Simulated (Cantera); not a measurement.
## Abatement and gas-phase synthesis: S + H₂O + H₂

A closed system holds: 1 mol S, 0.31 mol H₂O, 0.25 mol H₂, at 100 Torr.

Equilibrium computed with Cantera from the NASA thermochemical tables; the gas is ideal and each condensed phase is pure. Candidate condensed phases: H₂O, H₂SO₄, S; 19 gas species. Gases not in the tables: S₃ to S₇. Kinetics and transport are ignored.

From 850 K to 2050 K nothing is condensed.

```csv
T (K),log p S₂,log p H₂S,log p H₂O,log p H₂,log p SO₂,log p SO,log p SH
850,-1.32,-1.36,-1.43,-3.66,-2.45,-6.86,-6.26
1000,-1.29,-1.41,-1.40,-2.90,-2.69,-5.85,-5.18
1150,-1.28,-1.47,-1.39,-2.35,-2.85,-5.10,-4.39
1300,-1.26,-1.57,-1.40,-1.98,-2.87,-4.47,-3.81
1450,-1.25,-1.71,-1.42,-1.76,-2.79,-3.92,-3.38
1600,-1.25,-1.88,-1.45,-1.62,-2.65,-3.44,-3.06
1750,-1.25,-2.04,-1.49,-1.53,-2.52,-3.03,-2.81
1900,-1.26,-2.20,-1.54,-1.47,-2.41,-2.70,-2.61
2050,-1.28,-2.35,-1.60,-1.43,-2.35,-2.43,-2.45
```
log p: log10 of the partial pressure in bar; nothing condenses.
